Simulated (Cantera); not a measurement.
What does this Cantera script print?

```python
import numpy as np
import cantera as ct

gas = ct.Solution("gri30.yaml")
gas.TPX = 1325, 17000, {'H2': 1.8, 'O2': 1, 'N2': 5.3}
reactor = ct.IdealGasConstPressureReactor(gas, energy="off", clone=False)
net = ct.ReactorNet([reactor])
net.rtol, net.atol = 1e-08, 1e-18
show = ['H2', 'O2', 'H2O', 'NO', 'N2O']
times = np.geomspace(0.0002, 200, 10)

steps = ct.SolutionArray(gas, extra=["t"])
rows = []
print(f"{'t/s':>10s}{'T/K':>9s}{'P/Pa':>11s}" + "".join(f"{s:>11s}" for s in show))
for t in times:
    while net.time < t:
        t_next = net.step()
        steps.append(gas.state, t=t_next)
    rows.append([np.interp(t, steps.t, y) for y in (steps.T, steps.P, *steps(*show).X.T)])
    print(f"{t:10.3e}{rows[-1][0]:9.1f}{rows[-1][1]:11.4g}" + "".join(f"{x:11.3e}" for x in rows[-1][2:]))
rate = np.gradient(steps.T, steps.t)
print("integrator steps:", len(steps.t))
if steps.T.max() > steps.T[0] + 200:
    print(f"time of steepest temperature rise: {steps.t[rate.argmax()]:.4e} s")
gas.TPX = 1325, 17000, {'H2': 1.8, 'O2': 1, 'N2': 5.3}
gas.equilibrate("TP")
print(f"equilibrium (TP): T = {gas.T:.1f} K  " + "  ".join(f"{s} {gas[s].X[0]:.3e}" for s in show))
```

It prints:

```
       t/s      T/K       P/Pa         H2         O2        H2O         NO        N2O
 2.000e-04   1325.0    1.7e+04  5.435e-02  5.273e-02  1.193e-01  8.572e-07  6.210e-09
 9.283e-04   1325.0    1.7e+04  2.317e-02  2.919e-02  1.960e-01  1.839e-05  1.264e-08
 4.309e-03   1325.0    1.7e+04  6.399e-03  1.688e-02  2.395e-01  2.325e-05  1.973e-08
 2.000e-02   1325.0    1.7e+04  6.041e-04  1.403e-02  2.490e-01  2.353e-05  3.993e-08
 9.283e-02   1325.0    1.7e+04  3.646e-05  1.386e-02  2.499e-01  2.352e-05  5.677e-08
 4.309e-01   1325.0    1.7e+04  3.745e-06  1.387e-02  2.500e-01  2.353e-05  4.919e-08
 2.000e+00   1325.0    1.7e+04  8.761e-07  1.387e-02  2.500e-01  2.354e-05  1.422e-08
 9.283e+00   1325.0    1.7e+04  6.953e-07  1.387e-02  2.500e-01  2.353e-05  3.036e-09
 4.309e+01   1325.0    1.7e+04  6.952e-07  1.387e-02  2.500e-01  2.353e-05  3.026e-09
 2.000e+02   1325.0    1.7e+04  6.952e-07  1.387e-02  2.500e-01  2.354e-05  3.026e-09
integrator steps: 2107
equilibrium (TP): T = 1325.0 K  H2 6.964e-07  O2 1.383e-02  H2O 2.500e-01  NO 1.158e-04  N2O 3.023e-09
```

Computed with Cantera and GRI-Mech 3.0 (53 species, 325 reactions). The temperature is held fixed by assumption; the heat of reaction is taken as removed at once.
